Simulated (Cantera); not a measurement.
## Sublimation and decomposition of ceramics: Si₃N₄ + C + N₂

Feed: 1 mol Si₃N₄, 0.031 mol C, 0.022 mol N₂, held at 2673.15 K.

These are equilibrium values from Cantera (NASA tables, ideal gas, pure condensed phases), not measurements of a reactor. Candidate condensed phases: C, Si, SiC, Si₃N₄; 20 gas species. Mutual solubility and eutectic melting of coexisting phases are not modelled. The tables' values for SiN are old estimates; treat these amounts as uncertain. Kinetics and transport are ignored.

```tsv
P (Pa)	x N₂	x Si	x Si₂	x Si₂C	n Si(l)	n SiC(s)
1	0.400	0.594	7.51e-6	3.37e-6	0	0
16	0.401	0.594	0.000120	0.000182	0	0
250	0.404	0.588	0.00184	0.00266	0	0
4000	0.569	0.398	0.0135	0.00835	1.38	0
63000	0.964	0.0253	0.000856	0.00547	2.89	0.0137
1000000	0.997	0.00159	5.39e-5	0.000344	2.96	0.0298
```
x: gas mole fraction; n: condensed amount in mol.

From 1.00 Pa to 250 Pa nothing is condensed. At 4000 Pa the condensed part is Si(l). From 63000 Pa to 1000000 Pa the condensed part is Si(l) + SiC(s). The main Si-bearing gas is Si throughout.
